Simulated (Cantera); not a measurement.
Moist CO burnout

An isothermal, constant-pressure homogeneous reactor starts with CO : O2 : H2O : N2 = 0.0034 : 0.0033 : 0.023 : 1 (molar parts), at 1425 K and 1.30 bar.

Computed with Cantera and GRI-Mech 3.0 (53 species, 325 reactions).

```
t (s)        x CO     x O2   x H2O    x H2O2     x NO2      x OH       x O
--------  -------  -------  ------  --------  --------  --------  --------
3.00e-5   0.00330  0.00320  0.0223    <1e-12    <1e-12  2.85e-10  3.25e-10
9.49e-5   0.00330  0.00320  0.0223    <1e-12    <1e-12   1.55e-9  7.81e-10
0.000300  0.00330  0.00320  0.0223  3.29e-12    <1e-12   1.15e-8   3.02e-9
0.000949  0.00330  0.00320  0.0223  7.29e-11    <1e-12   5.39e-7   1.20e-7
0.00300   0.00155  0.00254  0.0216   1.08e-7  1.22e-11  0.000235  0.000120
0.00949   9.87e-5  0.00166  0.0221   3.78e-8  1.50e-10  0.000111   2.35e-5
0.0300    1.19e-5  0.00156  0.0223   6.85e-9  4.80e-10   4.03e-5   3.04e-6
0.0949    1.62e-6  0.00155  0.0224   1.31e-9  5.89e-10   1.67e-5   5.11e-7
0.300     3.24e-7  0.00155  0.0224  3.35e-10  3.64e-10   8.24e-6   1.25e-7
0.949     1.28e-7  0.00156  0.0224  1.49e-10  2.50e-10   5.45e-6   5.46e-8
3.00      1.11e-7  0.00156  0.0224  1.32e-10  2.39e-10   5.13e-6   4.83e-8
```
x: mole fraction; the columns are a selection and need not sum to one.

Equilibrium at this temperature and pressure: CO 1.12e-7, O2 0.00152, H2O 0.0224, H2O2 1.31e-10, NO2 5.19e-8, OH 5.10e-6, O 4.77e-8 (gas phase only).
